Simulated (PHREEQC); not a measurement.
## Reverse-osmosis reject

Model water analysis in mmol/kgw, 25 °C, pH 6.32:

```csv
constituent,mmol/kgw
Na,426
K,0.116
Ca,9.95
Mg,0.66
Cl,128
S(6),16.9
Alkalinity (meq/kgw),1.17e-08
```

Valence states are taken as typed.

Equilibrium calculation in PHREEQC: Pitzer model, pitzer.dat.

This is a speciation only: nothing precipitates in the calculation.

Question: Predict the activity of water, osmotic coefficient.

Answer: activity of water 0.991; osmotic coefficient 0.890.

Question: In which forms is C present?

Answer: HCO3- 57 %, CO2 43 % of the C.
